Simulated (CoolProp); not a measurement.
Saturation properties of hexamethyldisiloxane (MM) (Tc = 518.7 K, pc = 1.931 MPa, ω = 0.418).

Computed with CoolProp (reference Helmholtz-energy equation of state, Thol 2016).

```json
[
 {"T (K)": "356.8", "p (MPa)": "0.06039", "liquid density (kg/m³)": "694.9", "vapour density (kg/m³)": "3.458", "surface tension (mN/m)": "10.4"},
 {"T (K)": "370.1", "p (MPa)": "?", "liquid density (kg/m³)": "679.2", "vapour density (kg/m³)": "5.118", "surface tension (mN/m)": "9.33"},
 {"T (K)": "383.5", "p (MPa)": "?", "liquid density (kg/m³)": "662.8", "vapour density (kg/m³)": "?", "surface tension (mN/m)": "8.28"},
 {"T (K)": "396.8", "p (MPa)": "0.1893", "liquid density (kg/m³)": "645.8", "vapour density (kg/m³)": "10.34", "surface tension (mN/m)": "7.26"},
 {"T (K)": "410.2", "p (MPa)": "0.2619", "liquid density (kg/m³)": "627.9", "vapour density (kg/m³)": "14.23", "surface tension (mN/m)": "?"},
 {"T (K)": "423.6", "p (MPa)": "0.3539", "liquid density (kg/m³)": "608.9", "vapour density (kg/m³)": "19.28", "surface tension (mN/m)": "?"},
 {"T (K)": "436.9", "p (MPa)": "0.4677", "liquid density (kg/m³)": "588.7", "vapour density (kg/m³)": "25.74", "surface tension (mN/m)": "4.37"},
 {"T (K)": "450.3", "p (MPa)": "0.6084", "liquid density (kg/m³)": "?", "vapour density (kg/m³)": "34.15", "surface tension (mN/m)": "3.48"},
 {"T (K)": "463.6", "p (MPa)": "0.7780", "liquid density (kg/m³)": "542.6", "vapour density (kg/m³)": "45.09", "surface tension (mN/m)": "2.64"},
 {"T (K)": "477", "p (MPa)": "0.9837", "liquid density (kg/m³)": "514.9", "vapour density (kg/m³)": "59.88", "surface tension (mN/m)": "1.86"},
 {"T (K)": "490.3", "p (MPa)": "?", "liquid density (kg/m³)": "?", "vapour density (kg/m³)": "80.49", "surface tension (mN/m)": "1.14"}
]
```

**Question.** Complete the blanks.

**Answer.** 
- 370.1, p (MPa): 0.09127
- 383.5, p (MPa): 0.1336
- 383.5, vapour density (kg/m³): 7.375
- 410.2, surface tension (mN/m): 6.26
- 423.6, surface tension (mN/m): 5.29
- 450.3, liquid density (kg/m³): 566.7
- 490.3, p (MPa): 1.228
- 490.3, liquid density (kg/m³): 482.0

It boils at 373.7 K under 1 atm.

Surface tension comes from a separate correlation (Mulero 2014), older than this fluid's equation and unchecked against measurements.
